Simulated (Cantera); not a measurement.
Charge: 1 mol SiH4, 1.8 mol N2, a varied amount of H2, at 1330 Pa.

Equilibrium computed with Cantera from the NASA thermochemical tables; the gas is ideal and each condensed phase is pure. Candidate condensed phases: Si, Si3N4; 18 gas species. Mutual solubility and eutectic melting of coexisting phases are not modelled. Rates play no part.

What condenses at these points (T in °C, n(H2) in mol): (1775, 0.12); (1475, 3.4); (1475, 2.1); (1550, 0.82); (1400, 0.12); (1250, 0.2)?


```tsv
T (°C)	n(H2) in mol	condensed phases	Si condensed (%)
1775	0.12	Si	97.4
1475	3.4	Si	99.9
1475	2.1	Si + Si3N4	99.9
1550	0.82	Si	99.8
1400	0.12	Si3N4	100.0
1250	0.2	Si3N4	100.0
```
